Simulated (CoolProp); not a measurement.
A single-stage vapour-compression cycle with ethylene: evaporating at 208.15 K (dew point), condensing at 261.15 K (bubble point), superheat 0 K, subcooling 8 K, compressor efficiency 0.7, no pressure losses. Each further row changes one setting.

The numbers come from the reference Helmholtz-energy equation of state, Smukala 2000 in CoolProp.

```json
[
 {"case": "as stated", "cooling COP": "1.98", "pressure ratio": "4.92", "discharge temperature (K)": "325.5", "refrigerating effect (kJ/kg)": "288", "volumetric capacity (kJ/m³)": "3320"},
 {"case": "evaporating temperature 213.15 K", "cooling COP": "2.30", "pressure ratio": "[?]", "discharge temperature (K)": "317.3", "refrigerating effect (kJ/kg)": "291", "volumetric capacity (kJ/m³)": "[?]"},
 {"case": "condensing temperature 256.15 K", "cooling COP": "2.30", "pressure ratio": "[?]", "discharge temperature (K)": "315.6", "refrigerating effect (kJ/kg)": "304", "volumetric capacity (kJ/m³)": "3510"},
 {"case": "subcooling 13 K", "cooling COP": "2.10", "pressure ratio": "4.92", "discharge temperature (K)": "325.5", "refrigerating effect (kJ/kg)": "304", "volumetric capacity (kJ/m³)": "3510"},
 {"case": "superheat 10 K", "cooling COP": "1.96", "pressure ratio": "4.92", "discharge temperature (K)": "[?]", "refrigerating effect (kJ/kg)": "303", "volumetric capacity (kJ/m³)": "[?]"},
 {"case": "compressor efficiency 0.6", "cooling COP": "[?]", "pressure ratio": "4.92", "discharge temperature (K)": "[?]", "refrigerating effect (kJ/kg)": "288", "volumetric capacity (kJ/m³)": "3320"}
]
```

Task: What belongs in the gaps?

Result: 
- evaporating temperature 213.15 K, pressure ratio: 4.10
- evaporating temperature 213.15 K, volumetric capacity (kJ/m³): 4010
- condensing temperature 256.15 K, pressure ratio: 4.35
- superheat 10 K, discharge temperature (K): 338.5
- superheat 10 K, volumetric capacity (kJ/m³): 3280
- compressor efficiency 0.6, cooling COP: 1.70
- compressor efficiency 0.6, discharge temperature (K): 337.9
